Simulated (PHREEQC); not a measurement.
Solution (25 °C): 7.2 mmol/kgw KOH and 4.1 mmol/kgw K2SiO3. Closed to the air; pH follows from the charge balance.

Computed with PHREEQC (ion-association model, phreeqc.dat).

Each row changes one thing in this solution. This is a speciation only: nothing precipitates in the calculation.

```csv
case,pH,ionic strength (mol/kgw)
as made,11.98,0.0158
temperature from 25 to 35 °C,11.66,0.0157
KOH replaced by K2SO4 at the same molality,11.53,0.0289
K2SiO3 from 0.0041 to 0.00082 mol/kgw,11.85,0.00889
diluted 2-fold with water,11.70,0.00779
K2SiO3 left out,11.81,0.00720
KOH replaced by KCl at the same molality,11.54,0.0155
temperature from 25 to 20 °C,12.15,0.0158
```

Species that the database lacks are ignored.
